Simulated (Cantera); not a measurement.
**Fluorocarbon and chlorocarbon gases: CH3Cl + HCl**

Input: 1 mol CH3Cl, 0.068 mol HCl, held at 0.133 bar.

Cantera equilibrium calculation (NASA polynomials, part measured and part estimated; ideal gas, pure solids and liquids). Candidate condensed phases: C, C6H6, C7H8, C8H18; 91 gas species. The tables' values for CCl are old estimates; treat these amounts as uncertain. Equilibrium is a limit: real reactors are often held back by kinetics, nucleation or transport.

From 2527 °C to 2977 °C the condensed part is C(graphite). The main C-bearing gas is C2H2 (acetylene) at 2527 °C and C3 at 2977 °C. The share of C in condensed phases is highest at 2527 °C (93.2 %) and lowest at 2977 °C (46.3 %).

```tsv
T (°C)	x H2	x H	x HCl	x Cl	x C3	x C2H2 (acetylene)	x C2H	n C(graphite)
2527	0.389	0.140	0.366	0.0906	0.000237	0.0130	0.000589	0.932
2577	0.374	0.163	0.344	0.103	0.000433	0.0147	0.000876	0.918
2627	0.356	0.188	0.321	0.116	0.000776	0.0164	0.00128	0.902
2677	0.337	0.215	0.297	0.129	0.00136	0.0181	0.00184	0.882
2727	0.316	0.243	0.272	0.142	0.00234	0.0197	0.00260	0.856
2777	0.294	0.273	0.247	0.155	0.00395	0.0211	0.00361	0.822
2827	0.271	0.303	0.221	0.168	0.00656	0.0223	0.00493	0.775
2877	0.247	0.333	0.196	0.179	0.0107	0.0232	0.00661	0.709
2927	0.221	0.362	0.171	0.189	0.0172	0.0237	0.00871	0.611
2977	0.196	0.389	0.147	0.197	0.0272	0.0237	0.0113	0.463
```
x: gas mole fraction; n: condensed amount in mol.
